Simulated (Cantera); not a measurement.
A freely propagating, adiabatic, planar premixed flame of 7.25 % C2H6, 18.1 % O2, 68.2 % N2, 2.76 % H2O, 3.70 % H2, equivalence ratio 1.5, unburnt at 325 K and 0.365 atm; mixture-averaged transport, grid criteria slope 0.08 and curve 0.16, no radiation.

Cantera simulation using GRI-Mech 3.0 (53 species, 325 reactions); the numbers are that mechanism's predictions, not measurements. Burning velocities carry a grid error of a few per cent, more on coarse grids.

**Question.** Predict: laminar burning velocity; thermal thickness; peak x(CO); peak x(CH2O).

**Answer.** 
```
Property                      Value
------------------------  ---------
laminar burning velocity  31.8 cm/s
thermal thickness           1.41 mm
peak x(CO)                   0.0918
peak x(CH2O)                0.00190
```
